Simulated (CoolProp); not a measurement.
Vapour-liquid equilibrium of methanol (1) + toluene (2) at 422.7 K; x and y are mole fractions of (1).

The numbers come from the multi-fluid Helmholtz-energy mixture model, de Reuck 1993 and Lemmon 2006; pair parameters Bell 2016 in CoolProp.

| x | bubble pressure, mixture model (MPa) | bubble pressure, Raoult's law (MPa) | y, mixture model | y, Raoult's law |
|---|---|---|---|---|
| 0.05 | 0.4775 | 0.3279 | 0.417 | 0.210 |
| 0.2 | 0.8250 | 0.4937 | 0.668 | 0.558 |
| 0.35 | 0.9829 | 0.6596 | 0.732 | 0.731 |
| 0.5 | 1.082 | 0.8255 | 0.773 | 0.835 |
| 0.65 | 1.171 | 0.9914 | 0.818 | 0.904 |
| 0.8 | 1.263 | 1.157 | 0.880 | 0.953 |
| 0.95 | 1.351 | 1.323 | 0.966 | 0.990 |

The largest gap from Raoult's law is +67.1 % in bubble pressure, at x = 0.2. No azeotrope shows between x = 0.05 and 0.95.

The pair parameters rest on a limited set of measurements; away from them the model extrapolates. With so large a gap from Raoult's law the liquid may split in two, which this calculation doesn't test in full.
